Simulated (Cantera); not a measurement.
An isothermal, constant-pressure homogeneous reactor starts with 3.57 % NH3, 96.4 % N2, at 1300 K and 1.20 bar.

Detailed kinetics in Cantera: the gas-phase N/H chemistry of the illustrative SiF4/NH3 mechanism in the Surface Chemkin manual (1991). Walls and surfaces, which speed up NH3 decomposition in real reactors, are not modelled.

### Question
Predict: x(NH3) at 90.0 s; x(H2) at 90.0 s; x(N2H2) at 90.0 s; x(NH) at 90.0 s; x(NH2) at 90.0 s; x(N2H4) at 90.0 s.

### Answer
| Quantity | Result |
|---|---|
| x(NH3) at 90.0 s | 0.0334 (gas-phase equilibrium 1.67e-6) |
| x(H2) at 90.0 s | 0.00340 (gas-phase equilibrium 0.0517) |
| x(N2H2) at 90.0 s | 1.65e-9 (gas-phase equilibrium <1e-12) |
| x(NH) at 90.0 s | 2.58e-9 (gas-phase equilibrium <1e-12) |
| x(NH2) at 90.0 s | 9.89e-7 (gas-phase equilibrium 1.36e-11) |
| x(N2H4) at 90.0 s | 4.08e-9 (gas-phase equilibrium <1e-12) |
